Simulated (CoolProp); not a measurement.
n-heptane at several states: density (kg/m³) from the reference equation and from simpler models built on Tc = 541.2 K, pc = 27.74 bar, ω = 0.349; each cubic takes its own stable root.

Computed with CoolProp (reference Helmholtz-energy equation of state, Span 2003). It is a short technical equation, of lower accuracy than the large ones.

```json
[
 {"T (K)": "435.3", "p (bar)": "0.217", "phase": "gas", "reference": "0.6044"},
 {"T (K)": "451.4", "p (bar)": "3.17", "phase": "gas", "reference": "9.233"},
 {"T (K)": "464.5", "p (bar)": "3.1", "phase": "gas", "reference": "8.673"},
 {"T (K)": "474.3", "p (bar)": "20", "phase": "liquid", "reference": "501.3"},
 {"T (K)": "210.5", "p (bar)": "52", "phase": "liquid", "reference": "755.3"}
]
```

Q: How far does each simpler model (van der Waals, Soave-Redlich-Kwong) lie from the reference over these 5 states: mean and median of the absolute difference, and the worst?

A: 
- van der Waals: mean 17.9 %, median 3.0 %, worst -42.4 % at 210.5 K and 52 bar
- Soave-Redlich-Kwong: mean 5.9 %, median 0.8 %, worst -14.3 % at 474.3 K and 20 bar
